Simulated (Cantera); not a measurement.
An isothermal, constant-pressure homogeneous reactor starts with CO : O₂ : H₂O : N₂ = 0.14 : 0.051 : 0.063 : 1 (molar parts), at 1475 K and 8.98 atm.

Cantera simulation using GRI-Mech 3.0 (53 species, 325 reactions); the numbers are that mechanism's predictions, not measurements. The temperature is held fixed by assumption; the heat of reaction is taken as removed at once.

One state of this run: x CO = 0.0261; x O₂ = 1.49e-11; x H₂O = 0.0469; x NO = 1.98e-7; x H = 3.20e-7; x NO₂ = <1e-12; x CO₂ = 0.0903. x: mole fraction; the columns are a selection and need not sum to one.

Task: Which value of t (s) does it belong to?
A) 0.255
B) 0.000200
C) 30.0
D) 0.0235

Result: C, 30.0
